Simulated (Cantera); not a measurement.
A closed system holds: 1 mol BCl3, 2.9 mol O2, 180 mol H2, held at 2250 K.

Equilibrium computed with Cantera from the NASA thermochemical tables; the gas is ideal and each condensed phase is pure. Candidate condensed phases: B, B2O3, B3O3H3, H2O; 33 gas species. The tables' values for BOCl are old estimates; treat these amounts as uncertain. Rates play no part.

Q: At 4.50 Torr, list the 4 most abundant gas species with their mole fractions, and the condensed phases.

A: H2 0.867, H 0.0893, H2O 0.0222, HCl 0.0146. Condensed: gas only.
